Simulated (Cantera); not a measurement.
## Iron carbonyl, mercury and lead vapours: PbO + H₂

Input: 1 mol PbO, 7.4 mol H₂, held at 1330 Pa.

Cantera equilibrium calculation (NASA polynomials, part measured and part estimated; ideal gas, pure solids and liquids). Candidate condensed phases: H₂O, Pb, PbO, PbO₂, Pb₃O₄; 12 gas species. Kinetics and transport are ignored.

```csv
T (K),log p H₂,log p H₂O,log p Pb,log p H,n Pb(l)
798,-1.94,-2.74,-7.24,-12.54,1.000
848,-1.94,-2.74,-6.52,-11.69,1.000
898,-1.94,-2.74,-5.89,-10.93,0.999
948,-1.94,-2.74,-5.32,-10.25,0.997
998,-1.94,-2.74,-4.81,-9.64,0.991
1048,-1.94,-2.75,-4.35,-9.08,0.975
1098,-1.94,-2.75,-3.93,-8.58,0.935
1148,-1.95,-2.75,-3.55,-8.12,0.841
1198,-1.96,-2.77,-3.20,-7.70,0.637
1248,-1.98,-2.79,-2.89,-7.32,0.200
1298,-1.99,-2.80,-2.80,-6.97,0
1348,-1.99,-2.80,-2.80,-6.63,0
```
log p: log10 of the partial pressure in bar; n: condensed amount in mol.

From 798 K to 1248 K the condensed part is Pb(l). From 1298 K to 1348 K nothing is condensed. The main Pb-bearing gas is Pb throughout.
